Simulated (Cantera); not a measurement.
Feed: 1 mol (CH3)2SiCl2, 0.0044 mol C3H8, 91 mol H2, at 1398.15 K and 1000 Pa.

Cantera equilibrium calculation (NASA polynomials, part measured and part estimated; ideal gas, pure solids and liquids). The feed counts by its element totals alone. Equilibrium is a limit: real reactors are often held back by kinetics, nucleation or transport.

| species | before | after |
|---|---|---|
| H2 | 0.979 | 0.898 |
| H | 4.69e-5 | 0.0696 |
| HCl | 0.0210 | 0.0187 |
| Si | <1e-9 | 0.00720 |
| SiC2 | <1e-9 | 0.000827 |
| Si2C | <1e-9 | 0.000496 |
| SiH | <1e-9 | 0.000276 |
| SiCl | 1.46e-9 | 0.000146 |
| SiH2 | 1.71e-9 | 4.13e-5 |
| Si2 | <1e-9 | 1.56e-5 |
| C(graphite), mol | 1.01 | 1.16 |
| SiC(s), mol | 0.999 | 0.0455 |
Gas species are given as mole fractions.

Which change was made?
A) temperature from 1398.15 K to 2248 K
B) temperature from 1398.15 K to 2623 K
C) temperature from 1398.15 K to 1723 K
D) pressure from 1000 Pa to 67000 Pa

A, temperature from 1398.15 K to 2248 K. The tables' values for SiCl are old estimates; treat these amounts as uncertain. Gases not in the tables: Si2H6 and higher silanes
